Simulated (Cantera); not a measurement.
A closed system holds: 1 mol PbO, 0.068 mol O2, 7 mol H2, at 1600 K and 0.133 bar.

Method: chemical equilibrium by Gibbs-energy minimisation in Cantera with the NASA 1993 tables (ideal gas, pure condensed phases). Candidate condensed phases: H2O, Pb, PbO, PbO2, Pb3O4; 12 gas species. Rates play no part.

Base state: H2 0.733, H2O 0.142, Pb 0.125, H 0.000127, Pb2 2.61e-5, PbO 1.72e-5 (mole fractions); condensed: gas only.

Q: What changes in the equilibrium state with this change: PbO replaced by HgO?

A: 
```json
[
 {"species": "H2", "before": "0.733", "after": "0.733"},
 {"species": "H2O", "before": "0.142", "after": "0.142"},
 {"species": "Hg", "before": "0", "after": "0.125"},
 {"species": "Pb", "before": "0.125", "after": "0"},
 {"species": "Pb2", "before": "2.61e-5", "after": "0"},
 {"species": "PbO", "before": "1.72e-5", "after": "0"},
 {"species": "H", "before": "0.000127", "after": "0.000127"}
]
```
Further candidate phases: Hg, HgO.
